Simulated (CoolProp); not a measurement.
Benzene along the isobar 5850 kPa: Z from the reference equation and from simpler models built on Tc = 288.9 °C, pc = 4906 kPa, ω = 0.211; each cubic takes its own stable root.

Values from CoolProp's reference Helmholtz-energy equation of state, Thol 2012.

| T (°C) | phase | reference |
|---|---|---|
| 37.15 | liquid | 0.2046 |
| 57.95 | liquid | 0.1967 |
| 78.85 | liquid | 0.1900 |
| 99.65 | liquid | 0.1845 |
| 120.55 | liquid | 0.1800 |
| 141.35 | liquid | 0.1765 |
| 162.25 | liquid | 0.1739 |
| 183.15 | liquid | 0.1724 |
| 203.95 | liquid | 0.1721 |
| 224.85 | liquid | 0.1734 |
| 245.65 | liquid | 0.1770 |
| 266.55 | liquid | 0.1850 |

**Question.** How far does each simpler model (Redlich-Kwong, Peng-Robinson) lie from the reference over these 12 states: mean and median of the absolute difference, and the worst?

**Answer.** 
- Redlich-Kwong: mean 13.8 %, median 12.4 %, worst +20.9 % at 266.55 °C and 5850 kPa
- Peng-Robinson: mean 3.0 %, median 3.3 %, worst +5.6 % at 266.55 °C and 5850 kPa
